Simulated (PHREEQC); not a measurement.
A solution holds 95 mmol/kgw KOH and 2.6 mmol/kgw Na2SiO3, at 25 °C. Closed to the air; pH follows from the charge balance.

Equilibrium calculation in PHREEQC: ion-association model, phreeqc.dat.

This is a speciation only: nothing precipitates in the calculation.

Problem. What pH, specific conductance does the model give?

Solution. pH 12.86; specific conductance 21900 µS/cm.

Problem. In which forms is Si present?

Solution. H3SiO4- 50 %, H2SiO4-2 50 % of the Si.

Species that the database lacks are ignored.
